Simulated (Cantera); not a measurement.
# Equilibrium for iron carbonyl, mercury and lead vapours: PbO + N2

Input: 1 mol PbO, 8.9 mol N2, equilibrated at 927 °C.

These are equilibrium values from Cantera (NASA tables, ideal gas, pure condensed phases), not measurements of a reactor. Candidate condensed phases: Pb, PbO, PbO2, Pb3O4; 12 gas species. Rates play no part.

```tsv
P (Pa)	x N2	x PbO	x Pb	x O2	x NO	x O	x Pb2	x NO2	n PbO(l)
10	0.887	0.0740	0.0257	0.0128	5.13e-5	2.84e-7	3.83e-9	2.15e-9	0
36	0.891	0.0821	0.0180	0.00897	4.30e-5	1.25e-7	6.75e-9	2.86e-9	0
130	0.934	0.0525	0.00870	0.00434	3.06e-5	4.58e-8	5.71e-9	2.69e-9	0.417
460	0.981	0.0148	0.00246	0.00122	1.67e-5	1.29e-8	1.62e-9	1.46e-9	0.843
1700	0.995	0.00401	0.000668	0.000329	8.70e-6	3.49e-9	4.39e-10	7.62e-10	0.958
6000	0.999	0.00114	0.000190	9.26e-5	4.62e-6	9.85e-10	1.25e-10	4.03e-10	0.988
22000	1.000	0.000310	5.22e-5	2.49e-5	2.40e-6	2.67e-10	3.47e-11	2.08e-10	0.997
77000	1.000	8.86e-5	1.51e-5	6.92e-6	1.26e-6	7.51e-11	1.02e-11	1.08e-10	0.999
280000	1.000	2.44e-5	4.26e-6	1.81e-6	6.46e-7	2.01e-11	2.95e-12	5.38e-11	1.000
1000000	1.000	6.82e-6	1.25e-6	4.62e-7	3.27e-7	5.38e-12	<1e-12	2.60e-11	1.000
```
x: gas mole fraction; n: condensed amount in mol.

From 10.0 Pa to 36.0 Pa nothing is condensed. From 130 Pa to 1000000 Pa the condensed part is PbO(l). The main Pb-bearing gas is PbO throughout.
